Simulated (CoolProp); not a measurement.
Vapour-liquid equilibrium of ethylbenzene (1) + n-nonane (2) at 358 K; x and y are mole fractions of (1).

Values from CoolProp's multi-fluid Helmholtz-energy mixture model, Zhou 2012 and Lemmon 2006; pair parameters Bell 2016.

| x | bubble pressure, mixture model (MPa) | bubble pressure, Raoult's law (MPa) | y, mixture model | y, Raoult's law |
|---|---|---|---|---|
| 0.05 | 0.01247 | 0.01224 | 0.098 | 0.082 |
| 0.125 | 0.01341 | 0.01286 | 0.226 | 0.196 |
| 0.2 | 0.01429 | 0.01349 | 0.333 | 0.298 |
| 0.275 | 0.01512 | 0.01411 | [?] | 0.392 |
| 0.35 | 0.01588 | 0.01473 | 0.504 | 0.478 |
| 0.425 | [?] | 0.01535 | 0.573 | 0.557 |
| 0.5 | 0.01722 | 0.01598 | 0.635 | 0.630 |
| 0.575 | [?] | 0.01660 | [?] | 0.697 |
| 0.65 | [?] | 0.01722 | 0.747 | 0.760 |
| 0.725 | 0.01880 | 0.01784 | 0.799 | 0.818 |
| 0.8 | 0.01923 | 0.01847 | [?] | 0.872 |
| 0.875 | 0.01961 | 0.01909 | [?] | 0.923 |
| 0.95 | 0.01994 | 0.01971 | 0.960 | 0.970 |

Q: What belongs in the gaps?

A: 
- 0.275, y, mixture model: 0.424
- 0.425, bubble pressure, mixture model (MPa): 0.01658
- 0.575, bubble pressure, mixture model (MPa): 0.01780
- 0.575, y, mixture model: 0.693
- 0.65, bubble pressure, mixture model (MPa): 0.01833
- 0.8, y, mixture model: 0.850
- 0.875, y, mixture model: 0.904

The largest gap from Raoult's law is +8.0 % in bubble pressure, at x = 0.425. No azeotrope shows between x = 0.05 and 0.95.

The pair parameters rest on a limited set of measurements; away from them the model extrapolates.
